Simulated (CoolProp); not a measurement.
A single-stage vapour-compression cycle with R407C: evaporating at 261.15 K (dew point), condensing at 299.15 K (bubble point), superheat 10 K, subcooling 0 K, compressor efficiency 0.8, no pressure losses. Each further row changes one setting.

Computed with CoolProp (reference Helmholtz-energy equation of state, Lemmon 2003). It is a pseudo-pure fit of the blend.

```json
[
 {"case": "as stated", "cooling COP": "3.81", "pressure ratio": "4.13", "discharge temperature (K)": "337.1", "refrigerating effect (kJ/kg)": "174", "volumetric capacity (kJ/m³)": "2120"},
 {"case": "evaporating temperature 266.15 K", "cooling COP": "4.48", "pressure ratio": "3.42", "discharge temperature (K)": "333.8", "refrigerating effect (kJ/kg)": "?", "volumetric capacity (kJ/m³)": "?"},
 {"case": "condensing temperature 294.15 K", "cooling COP": "?", "pressure ratio": "?", "discharge temperature (K)": "330.3", "refrigerating effect (kJ/kg)": "181", "volumetric capacity (kJ/m³)": "2210"},
 {"case": "subcooling 5 K", "cooling COP": "?", "pressure ratio": "4.13", "discharge temperature (K)": "337.1", "refrigerating effect (kJ/kg)": "?", "volumetric capacity (kJ/m³)": "2210"},
 {"case": "superheat 20 K", "cooling COP": "3.81", "pressure ratio": "4.13", "discharge temperature (K)": "?", "refrigerating effect (kJ/kg)": "183", "volumetric capacity (kJ/m³)": "2120"},
 {"case": "compressor efficiency 0.7", "cooling COP": "3.33", "pressure ratio": "4.13", "discharge temperature (K)": "?", "refrigerating effect (kJ/kg)": "174", "volumetric capacity (kJ/m³)": "2120"}
]
```

Question: What belongs in the gaps?

Answer: 
- evaporating temperature 266.15 K, refrigerating effect (kJ/kg): 177
- evaporating temperature 266.15 K, volumetric capacity (kJ/m³): 2580
- condensing temperature 294.15 K, cooling COP: 4.42
- condensing temperature 294.15 K, pressure ratio: 3.60
- subcooling 5 K, cooling COP: 3.98
- subcooling 5 K, refrigerating effect (kJ/kg): 182
- superheat 20 K, discharge temperature (K): 347.6
- compressor efficiency 0.7, discharge temperature (K): 343.3
